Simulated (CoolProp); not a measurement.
Values from CoolProp's reference Helmholtz-energy equation of state, Zhou 2011.

Q: For dimethyl carbonate, give the phase and the density (kg/m³), speed of sound (m/s), expansivity (1/kK) at 89.45 °C and 409 kPa; 89.45 °C and 818 kPa; 89.45 °C and 1840 kPa.

A: 
- 89.45 °C and 409 kPa: liquid; density 975, speed of sound 945, expansivity 1.47
- 89.45 °C and 818 kPa: liquid; density 976, speed of sound 947, expansivity 1.46
- 89.45 °C and 1840 kPa: liquid; density 978, speed of sound 953, expansivity 1.45
